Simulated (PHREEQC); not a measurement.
HF is added in steps, without added water, to 1 kg of water holding 0.28 mol H3BO3, 0.029 mol Na2SO4 and 0.03 mol NaCl, at 20 °C. Oxygen is held at 0.21 atm. The system is closed to CO2. The run lets Halite, Mirabilite precipitate or redissolve, and no other solid.

Base run: PHREEQC, ion-association model, wateq4f.dat. Each further column changes one thing. The table gives pH.

```json
[
 {"HF added (mol)": "0", "base": "5.02", "Na2SO4 from 0.029 to 0.29 mol/kgw": "[?]", "Na2SO4 left out": "4.91", "NaCl from 0.03 to 0.027 mol/kgw": "5.02", "no solid may form": "5.02"},
 {"HF added (mol)": "0.000725", "base": "3.66", "Na2SO4 from 0.029 to 0.29 mol/kgw": "4.02", "Na2SO4 left out": "3.43", "NaCl from 0.03 to 0.027 mol/kgw": "3.67", "no solid may form": "3.66"},
 {"HF added (mol)": "0.001208", "base": "3.50", "Na2SO4 from 0.029 to 0.29 mol/kgw": "3.85", "Na2SO4 left out": "3.26", "NaCl from 0.03 to 0.027 mol/kgw": "3.50", "no solid may form": "3.50"},
 {"HF added (mol)": "0.001933", "base": "3.34", "Na2SO4 from 0.029 to 0.29 mol/kgw": "3.70", "Na2SO4 left out": "3.11", "NaCl from 0.03 to 0.027 mol/kgw": "3.35", "no solid may form": "3.34"},
 {"HF added (mol)": "0.002658", "base": "3.24", "Na2SO4 from 0.029 to 0.29 mol/kgw": "3.59", "Na2SO4 left out": "3.01", "NaCl from 0.03 to 0.027 mol/kgw": "3.24", "no solid may form": "3.24"},
 {"HF added (mol)": "0.003142", "base": "3.19", "Na2SO4 from 0.029 to 0.29 mol/kgw": "[?]", "Na2SO4 left out": "[?]", "NaCl from 0.03 to 0.027 mol/kgw": "3.19", "no solid may form": "3.19"},
 {"HF added (mol)": "0.003867", "base": "3.12", "Na2SO4 from 0.029 to 0.29 mol/kgw": "3.47", "Na2SO4 left out": "2.88", "NaCl from 0.03 to 0.027 mol/kgw": "3.12", "no solid may form": "3.12"},
 {"HF added (mol)": "0.004592", "base": "3.06", "Na2SO4 from 0.029 to 0.29 mol/kgw": "3.41", "Na2SO4 left out": "2.82", "NaCl from 0.03 to 0.027 mol/kgw": "3.06", "no solid may form": "3.06"},
 {"HF added (mol)": "0.005075", "base": "3.03", "Na2SO4 from 0.029 to 0.29 mol/kgw": "3.38", "Na2SO4 left out": "2.79", "NaCl from 0.03 to 0.027 mol/kgw": "3.03", "no solid may form": "3.03"},
 {"HF added (mol)": "0.0058", "base": "2.98", "Na2SO4 from 0.029 to 0.29 mol/kgw": "3.34", "Na2SO4 left out": "[?]", "NaCl from 0.03 to 0.027 mol/kgw": "2.98", "no solid may form": "2.98"}
]
```

### Question
Some entries are withheld; supply them.

### Answer

- 0, Na2SO4 from 0.029 to 0.29 mol/kgw: 5.15
- 0.003142, Na2SO4 from 0.029 to 0.29 mol/kgw: 3.54
- 0.003142, Na2SO4 left out: 2.95
- 0.0058, Na2SO4 left out: 2.74

Real BF4- forms and hydrolyses slowly; the run takes it at equilibrium. The ionic strength passes 0.7 mol/kgw, the rough limit of the ion-association models, in part of: Na2SO4 from 0.029 to 0.29 mol/kgw. Solids allowed in the column 'Na2SO4 left out': Halite.
